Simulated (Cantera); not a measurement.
# Nb + O2 + H2 (tantalum, niobium, vanadium and zirconium in process gases)

Charge: 1 mol Nb, 2.2 mol O2, 320 mol H2, at 750 Torr.

Cantera equilibrium calculation (NASA polynomials, part measured and part estimated; ideal gas, pure solids and liquids). Candidate condensed phases: H2O, Nb, NbO, NbO2, Nb2O5; 12 gas species. Mutual solubility and eutectic melting of coexisting phases are not modelled. NbO: taken at fixed stoichiometry. Condensed phases not in the tables: the oxides between NbO2 and Nb2O5. The numbers say what is thermodynamically allowed, not how fast it happens.

```
T (K)  log p H2  log p H2O  log p H  log p NbO2  n NbO2(s)  n NbO(s)
-----  --------  ---------  -------  ----------  ---------  --------
1550       0.00      -2.12    -4.50       -9.58       1.00         0
1600       0.00      -2.12    -4.27       -8.99       1.00         0
1650       0.00      -2.12    -4.04       -8.44      1.000         0
1700       0.00      -2.12    -3.83       -7.92      1.000         0
1750       0.00      -2.12    -3.64       -7.43      1.000         0
1800       0.00      -2.13    -3.45       -6.97      1.000         0
1850       0.00      -2.13    -3.27       -6.54      1.000         0
1900       0.00      -2.06    -3.10       -6.13      0.618     0.382
1950       0.00      -1.99    -2.94       -5.74      0.114     0.885
2000      -0.01      -1.97    -2.79       -5.43          0     0.999
```
log p: log10 of the partial pressure in bar; n: condensed amount in mol.

From 1550 K to 1850 K the condensed part is NbO2(s). From 1900 K to 1950 K the condensed part is NbO(s) + NbO2(s). At 2000 K the condensed part is NbO(s).
